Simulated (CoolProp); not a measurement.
Vapour-liquid equilibrium of R134a (1) + R142b (2) at 0.543 bar; x and y are mole fractions of (1).

Computed with CoolProp (multi-fluid Helmholtz-energy mixture model, Tillner-Roth 1994 and Lemmon 2006; pair parameters Bell 2016).

```tsv
x	bubble temperature, mixture model (K)	bubble temperature, Raoult's law (K)	y, mixture model	y, Raoult's law
0.05	248.0	248.5	0.116	0.099
0.2	244.1	245.4	0.375	0.345
0.35	[?]	242.7	0.551	0.533
0.5	239.0	240.4	0.681	0.680
0.65	237.2	238.3	[?]	0.798
0.8	[?]	236.5	0.877	0.895
0.95	[?]	234.8	[?]	0.976
```

Problem. Complete the blanks.

Solution. 
- 0.35, bubble temperature, mixture model (K): 241.2
- 0.65, y, mixture model: 0.785
- 0.8, bubble temperature, mixture model (K): 235.8
- 0.95, bubble temperature, mixture model (K): 234.6
- 0.95, y, mixture model: 0.968

The largest gap from Raoult's law is -1.5 K in bubble temperature, at x = 0.35. No azeotrope shows between x = 0.05 and 0.95.

Pair parameters are fitted to limited data, so mixtures are less certain than the pure fluids.
